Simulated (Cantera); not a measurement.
A perfectly stirred reactor is fed with CO : O2 : H2O : N2 = 0.0012 : 0.063 : 0.004 : 1 (molar parts), equivalence ratio 0.0095, at 27000 Pa; it is held at 1248 K, and followed from long to short residence time.

Cantera simulation using GRI-Mech 3.0 (53 species, 325 reactions); the numbers are that mechanism's predictions, not measurements.

What does this change do: H2O 0.004 to 0.0023 parts?


```
quantity                 before     after
---------------------  --------  --------
x(CO) at τ = 0.950 s    6.09e-5   7.26e-5
x(O2) at τ = 0.950 s     0.0585    0.0586
x(H2O) at τ = 0.950 s   0.00373   0.00215
x(H2) at τ = 0.950 s    5.77e-7   4.14e-7
x(CO2) at τ = 0.950 s   0.00106   0.00105
x(CO) at τ = 61.0 ms   0.000334  0.000387
x(O2) at τ = 61.0 ms     0.0586    0.0587
x(H2O) at τ = 61.0 ms   0.00372   0.00213
x(H2) at τ = 61.0 ms    2.82e-6   1.93e-6
x(CO2) at τ = 61.0 ms  0.000790  0.000738
```

What does this change do: CO 0.0012 to 0.00062 parts?


| quantity | before | after |
|---|---|---|
| x(CO) at τ = 0.950 s | 6.09e-5 | 3.87e-5 |
| x(O2) at τ = 0.950 s | 0.0585 | 0.0587 |
| x(H2O) at τ = 0.950 s | 0.00373 | 0.00374 |
| x(H2) at τ = 0.950 s | 5.77e-7 | 3.60e-7 |
| x(CO2) at τ = 0.950 s | 0.00106 | 0.000542 |
| x(CO) at τ = 61.0 ms | 0.000334 | 0.000206 |
| x(O2) at τ = 61.0 ms | 0.0586 | 0.0588 |
| x(H2O) at τ = 61.0 ms | 0.00372 | 0.00373 |
| x(H2) at τ = 61.0 ms | 2.82e-6 | 1.60e-6 |
| x(CO2) at τ = 61.0 ms | 0.000790 | 0.000375 |
